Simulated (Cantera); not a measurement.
Charge: 1 mol CS₂, 1.4 mol O₂, 3.8 mol N₂, at 1 atm.

These are equilibrium values from Cantera (NASA tables, ideal gas, pure condensed phases), not measurements of a reactor. Candidate condensed phases: C, S; 35 gas species. Kinetics and transport are ignored. All values below are at 2523 K.

Base state: N₂ 0.598, CO 0.130, SO₂ 0.0928, S₂ 0.0686, SO 0.0683, CO₂ 0.0270, S 0.0126, S₂O 0.00177 (mole fractions); condensed: gas only.

### Question
What changes in the equilibrium state with this change: N₂ from 3.8 to 46 mol?

### Answer
| species | before | after |
|---|---|---|
| N₂ | 0.598 | 0.945 |
| CO | 0.130 | 0.0182 |
| SO | 0.0683 | 0.0129 |
| SO₂ | 0.0928 | 0.0106 |
| CO₂ | 0.0270 | 0.00229 |
| S₂ | 0.0686 | 0.00669 |
| S | 0.0126 | 0.00392 |
| COS | 0.000260 | 1.14e-5 |
| S₂O | 0.00177 | 0.000105 |
| O₂ | 7.34e-5 | 2.69e-5 |
| SN | 7.38e-5 | 2.90e-5 |
